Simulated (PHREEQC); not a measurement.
Consider water at 80 °C with 0.0014 mol CdSO4 per kg of water. Closed to the air; pH follows from the charge balance.

Computed with PHREEQC (ion-association model, phreeqc.dat).

Precipitation was switched off in this run.

Task: Estimate the pH.

Result: pH 5.87.

Task: In which forms is Cd present?

Result: Cd+2 81 %, CdSO4 19 % of the Cd.

Constants without temperature data keep their 25 °C values here.
